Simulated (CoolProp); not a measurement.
Vapour-liquid equilibrium of propylene (1) + R125 (2) at 0.0118 MPa; x and y are mole fractions of (1).

The numbers come from the multi-fluid Helmholtz-energy mixture model, Lemmon 2013 and Lemmon 2005; pair parameters Bell 2016 in CoolProp.

Q: Give the bubble temperature and the first vapour's composition at x = 0.05, 0.2, 0.8. Is there an azeotrope?

A: x = 0.05: 186.9 K, y = 0.207; x = 0.2: 183.7 K, y = 0.449; x = 0.8: 183.1 K, y = 0.637. y crosses x between x = 0.5 and 0.65: the model has an azeotrope there.

The pair parameters rest on a limited set of measurements; away from them the model extrapolates.
